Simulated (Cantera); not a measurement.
Mixture: CH4 : CO : O2 : N2 = 1 : 0.42 : 2.95 : 13.8 (molar parts), equivalence ratio 0.75, at 1.18 atm, adiabatic and at constant volume. Ignition delay is the time to a rise of 400 K.

Model: GRI-Mech 3.0 (53 species, 325 reactions), integrated in Cantera.

**Question.** Predict: delay at 1150 K; delay at 1225 K; delay at 1300 K; delay at 1375 K; delay at 1450 K; delay at 1525 K; apparent activation energy between 1375 and 1525 K.

**Answer.** 
```
Quantity                                                Result
--------------------------------------------------  ----------
delay at 1150 K                                        97.7 ms
delay at 1225 K                                        31.0 ms
delay at 1300 K                                        10.8 ms
delay at 1375 K                                        4.14 ms
delay at 1450 K                                        1.74 ms
delay at 1525 K                                       0.809 ms
apparent activation energy between 1375 and 1525 K  190 kJ/mol
```
